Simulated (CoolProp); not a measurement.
Values from CoolProp's reference Helmholtz-energy equation of state, Bücker 2006.

Q: For isobutane, give the phase and the density (kg/m³), cp (kJ/(kg K)), cv (kJ/(kg K)), expansivity (1/kK) at 327.3 K and 1090 kPa.

A: 
- 327.3 K and 1090 kPa: liquid; density 513, cp 2.64, cv 1.80, expansivity 2.92
